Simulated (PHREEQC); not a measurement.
Dissolve 1.1 mmol/kgw HCl, 1 mmol/kgw FeSO4 and 12 mmol/kgw Fe2(SO4)3 at 20 °C. Closed to the air; pH follows from the charge balance.

Computed with PHREEQC (ion-association model, phreeqc.dat).

| quantity | before | after |
|---|---|---|
| pH | 2.72 | 2.76 |
| ionic strength (mol/kgw) | 0.0505 | 0.0508 |
| SO4-2 (mol/kgw) | 0.0126 | 0.0128 |
| HSO4- (mol/kgw) | 0.00119 | 0.000896 |
| Fe+2 (mol/kgw) | 0.000684 | 0.000720 |
| FeSO4 (mol/kgw) | 0.000310 | 0.000276 |
| SI of Melanterite (FeSO4:7H2O) | -3.44 | -3.27 |

Problem. Name the change that produced these shifts.
A. Fe2(SO4)3 left out
B. 0.00029 mol/kgw Na2SO4 added
C. temperature from 20 to 10 °C
D. temperature from 20 to 35 °C
E. HCl from 0.0011 to 0.00121 mol/kgw

Solution. C, temperature from 20 to 10 °C

This is a speciation only: nothing precipitates in the calculation. Some of these states are supersaturated (in Hematite (slow to form), Goethite (slow to form), for instance). Constants without temperature data keep their 25 °C values here.
